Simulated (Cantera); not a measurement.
Standard-state values (1 bar) from the NASA 1993 polynomials, evaluated with Cantera. Values are per mole of reaction as written; species without (g) are pure solids or liquids, kept so even where they would boil at 1 bar.

Between 300 and 1948 K, where is each reaction favourable under standard conditions?
- ZrO₂(g) + H₂(g) → Zr + 2 OH(g)


- ZrO₂(g) + H₂(g) → Zr + 2 OH(g): ΔG° is 364 kJ at 300 K and 347 kJ at 1948 K; it stays positive (K < 1). ΔH° is 379 kJ and ΔS° 16 J/K at 1948 K.
